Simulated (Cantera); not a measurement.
Cantera run, input and output.

```python
import numpy as np
import cantera as ct

gas = ct.Solution("gri30.yaml")
gas.TPX = 1298, 88000, {'N2O': 1, 'O2': 0.21}
reactor = ct.IdealGasConstPressureReactor(gas, energy="off", clone=False)
net = ct.ReactorNet([reactor])
net.rtol, net.atol = 1e-08, 1e-18
show = ['N2O', 'O2', 'NO', 'NO2', 'N2']
times = np.geomspace(0.0007, 2, 14)

steps = ct.SolutionArray(gas, extra=["t"])
rows = []
print(f"{'t/s':>10s}{'T/K':>9s}{'P/Pa':>11s}" + "".join(f"{s:>11s}" for s in show))
for t in times:
    while net.time < t:
        t_next = net.step()
        steps.append(gas.state, t=t_next)
    rows.append([np.interp(t, steps.t, y) for y in (steps.T, steps.P, *steps(*show).X.T)])
    print(f"{t:10.3e}{rows[-1][0]:9.1f}{rows[-1][1]:11.4g}" + "".join(f"{x:11.3e}" for x in rows[-1][2:]))
rate = np.gradient(steps.T, steps.t)
print("integrator steps:", len(steps.t))
if steps.T.max() > steps.T[0] + 200:
    print(f"time of steepest temperature rise: {steps.t[rate.argmax()]:.4e} s")
gas.TPX = 1298, 88000, {'N2O': 1, 'O2': 0.21}
gas.equilibrate("TP")
print(f"equilibrium (TP): T = {gas.T:.1f} K  " + "  ".join(f"{s} {gas[s].X[0]:.3e}" for s in show))
```

Output:

```
       t/s      T/K       P/Pa        N2O         O2         NO        NO2         N2
 7.000e-04   1298.0    8.8e+04  8.241e-01  1.741e-01  2.425e-04  1.640e-07  1.530e-03
 1.291e-03   1298.0    8.8e+04  8.221e-01  1.746e-01  4.480e-04  5.354e-07  2.822e-03
 2.381e-03   1298.0    8.8e+04  8.185e-01  1.755e-01  8.247e-04  1.674e-06  5.194e-03
 4.392e-03   1298.0    8.8e+04  8.119e-01  1.770e-01  1.512e-03  4.901e-06  9.530e-03
 8.100e-03   1298.0    8.8e+04  7.999e-01  1.799e-01  2.754e-03  1.300e-05  1.740e-02
 1.494e-02   1298.0    8.8e+04  7.784e-01  1.851e-01  4.969e-03  3.036e-05  3.149e-02
 2.755e-02   1298.0    8.8e+04  7.409e-01  1.941e-01  8.812e-03  6.241e-05  5.611e-02
 5.081e-02   1298.0    8.8e+04  6.782e-01  2.092e-01  1.517e-02  1.159e-04  9.732e-02
 9.372e-02   1298.0    8.8e+04  5.806e-01  2.329e-01  2.483e-02  1.977e-04  1.615e-01
 1.728e-01   1298.0    8.8e+04  4.459e-01  2.658e-01  3.762e-02  3.067e-04  2.504e-01
 3.188e-01   1298.0    8.8e+04  2.900e-01  3.045e-01  5.114e-02  4.240e-04  3.539e-01
 5.880e-01   1298.0    8.8e+04  1.487e-01  3.407e-01  6.116e-02  5.162e-04  4.489e-01
 1.084e+00   1298.0    8.8e+04  5.475e-02  3.661e-01  6.520e-02  5.703e-04  5.133e-01
 2.000e+00   1298.0    8.8e+04  1.203e-02  3.785e-01  6.542e-02  6.450e-04  5.434e-01
integrator steps: 852
equilibrium (TP): T = 1298.0 K  N2O 2.550e-08  O2 4.150e-01  NO 4.756e-04  NO2 6.836e-06  N2 5.846e-01
```

Cantera simulation using GRI-Mech 3.0 (53 species, 325 reactions); the numbers are that mechanism's predictions, not measurements. GRI-Mech 3.0 was tuned for natural gas; its chemistry of N2O as a main component is partial and can be far from experiment. The mechanism lacks the step 2 NO + O2 → 2 NO2, which can matter for NO2 below about 1400 K. The temperature is held fixed by assumption; the heat of reaction is taken as removed at once.
